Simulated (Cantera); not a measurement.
# Carbothermic reduction: TiO₂ + CH₄ + H₂

Input: 1 mol TiO₂, 0.44 mol CH₄, 0.43 mol H₂, equilibrated at 1350 K and 101000 Pa.

These are equilibrium values from Cantera (NASA tables, ideal gas, pure condensed phases), not measurements of a reactor. Candidate condensed phases: C, C₆H₆, C₇H₈, C₈H₁₈, H₂O, Ti, TiC, TiO, TiO₂, Ti₂O₃, Ti₃O₅, Ti₄O₇; 113 gas species. Mutual solubility and eutectic melting of coexisting phases are not modelled. Condensed phases not in the tables: Magnéli phases beyond Ti₄O₇. Equilibrium is a limit: real reactors are often held back by kinetics, nucleation or transport.

```json
{
  "x(H₂)": "0.818",
  "x(CO)": "0.177",
  "x(CH₄)": "0.00391",
  "x(H₂O)": "0.000841",
  "x(CO₂)": "9.27e-5",
  "x(H)": "2.14e-6",
  "x(C₂H₄)": "1.27e-6",
  "x(C₂H₂ (acetylene))": "1.01e-6",
  "n(C(graphite))": "0.153 mol",
  "n(Ti₃O₅(s))": "0.129 mol",
  "n(Ti₄O₇(s))": "0.153 mol",
  "gas_amount": "1.585 mol",
  "log10 activity of Ti₂O₃(s) (absent)": "-0.31",
  "log10 activity of Ti(β) (absent)": "-7.91"
}
```
